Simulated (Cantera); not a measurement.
An adiabatic, constant-pressure homogeneous reactor starts with H₂ : O₂ : N₂ : NO = 1 : 0.333 : 1.25 : 0.0062 (molar parts), at 1425 K and 1000000 Pa. Integrator tolerance rtol = 1e-08.

Cantera simulation using GRI-Mech 3.0 (53 species, 325 reactions); the numbers are that mechanism's predictions, not measurements. The hydrogen kinetics of GRI-Mech 3.0 are dated; newer H2 mechanisms differ, most at raised pressure. Above 3000 K some thermodynamic fits are extrapolated.

Q: What does this change do: initial temperature 1425 to 1650 K?

A: 
| quantity | before | after |
|---|---|---|
| time of steepest temperature rise | 2.10 µs | 0.905 µs |
| temperature at 7.00 s | 3009 K | 3111 K |
| equilibrium temperature | 3009 K | 3111 K |
| x(H₂) at 7.00 s | 0.144 (gas-phase equilibrium 0.144) | 0.145 (gas-phase equilibrium 0.145) |
| x(O₂) at 7.00 s | 0.000784 (gas-phase equilibrium 0.000784) | 0.00138 (gas-phase equilibrium 0.00138) |
| x(NO) at 7.00 s | 0.00246 (gas-phase equilibrium 0.00246) | 0.00367 (gas-phase equilibrium 0.00367) |
| x(N₂) at 7.00 s | 0.544 (gas-phase equilibrium 0.544) | 0.539 (gas-phase equilibrium 0.539) |
| x(O) at 7.00 s | 0.00104 (gas-phase equilibrium 0.00104) | 0.00194 (gas-phase equilibrium 0.00194) |
| x(HO₂) at 7.00 s | 1.91e-6 (gas-phase equilibrium 1.91e-6) | 3.44e-6 (gas-phase equilibrium 3.44e-6) |
| x(H) at 7.00 s | 0.0196 (gas-phase equilibrium 0.0196) | 0.0266 (gas-phase equilibrium 0.0266) |
